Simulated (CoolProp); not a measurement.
The fluid at 293.15 K and 0.21 MPa (gas) is heated at constant pressure to 484.8 K. The same conditions are run with several fluids, on thermodynamics alone (safety and materials aside).

The numbers come from the reference Helmholtz-energy equation of state of each fluid (c-C4F8 (RC318): Platzer 1990; carbon monoxide: Lemmon 2006; nitrogen: Span 2000) in CoolProp. The equations of Platzer and Polt are older, rougher fits.

```tsv
fluid	heat (kJ/kg)	final density (kg/m³)
c-C4F8 (RC318)	176	10.5
carbon monoxide	201	1.46
nitrogen	201	1.46
```
